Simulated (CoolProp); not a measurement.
Vapour pressure (kPa) of chlorine: the reference equation beside estimates from Tc = 143.7 °C, pc = 7642 kPa, ω = 0.070. Clausius-Clapeyron is anchored at 43.85 °C with a constant enthalpy of vaporisation of 16.46 kJ/mol.

Model: reference Helmholtz-energy equation of state, Thol 2021, in CoolProp.

| T (°C) | reference | Lee-Kesler | Clausius-Clapeyron | van der Waals | Redlich-Kwong | Soave-Redlich-Kwong | Peng-Robinson |
|---|---|---|---|---|---|---|---|
| 18.55 | 648.6 | 648.6 | 728.7 | 1529 | 666.2 | 648.4 | 649.7 |
| 26.95 | 817.6 | 815.3 | 881.1 | 1765 | 842.9 | 816.2 | 815.4 |
| 35.35 | 1017 | 1011 | 1054 | 2023 | 1051 | 1014 | 1011 |
| 43.85 | 1252 | 1243 | 1252 | 2307 | 1295 | 1248 | 1242 |
| 52.25 | 1521 | 1506 | 1471 | 2613 | 1574 | 1516 | 1506 |
| 60.75 | 1833 | 1812 | 1718 | 2946 | 1896 | 1826 | 1812 |
| 69.15 | 2184 | 2155 | 1987 | 3302 | 2256 | 2176 | 2158 |
| 77.65 | 2584 | 2547 | 2286 | 3687 | 2665 | 2577 | 2554 |
| 86.05 | 3028 | 2983 | 2608 | 4095 | 3116 | 3021 | 2995 |
| 94.45 | 3522 | 3470 | 2958 | 4529 | 3616 | 3518 | 3489 |
| 102.95 | 4077 | 4021 | 3341 | 4997 | 4174 | 4076 | 4045 |
| 111.35 | 4682 | 4626 | 3748 | 5487 | 4778 | 4687 | 4656 |

Absolute difference from the reference over all 12 rows, mean and median: Lee-Kesler 1.0 and 1.2 %, Clausius-Clapeyron 10.1 and 10.3 %, van der Waals 63.7 and 56.0 %, Redlich-Kwong 3.0 and 3.1 %, Soave-Redlich-Kwong 0.2 and 0.3 %, Peng-Robinson 0.8 and 0.9 %.
